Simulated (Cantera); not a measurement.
A closed system holds: 1 mol Pb, 0.22 mol H2S, 4.5 mol N2, at 1075 °C.

Equilibrium computed with Cantera from the NASA thermochemical tables; the gas is ideal and each condensed phase is pure. Candidate condensed phases: Pb, PbS, S; 18 gas species. Mutual solubility and eutectic melting of coexisting phases are not modelled. Kinetics and transport are ignored.

Which condensed phases are stable at each of these points (P (Pa)): 10, 61, 370, 2200, 13000, 82000, 500000, 3000000?


```
P (Pa)   condensed phases  Pb condensed (%)
-------  ----------------  ----------------
10               gas only               0.0
61               gas only               0.0
370              gas only               0.0
2200             gas only               0.0
13000               Pb(l)              59.4
82000               Pb(l)              76.8
500000     Pb(l) + PbS(s)              92.7
3000000    Pb(l) + PbS(s)              98.8
```

From 10.0 Pa to 22.0 mbar nothing is condensed. From 0.130 bar to 0.820 bar the condensed part is Pb(l). From 5.00 bar to 30.0 bar the condensed part is Pb(l) + PbS(s).
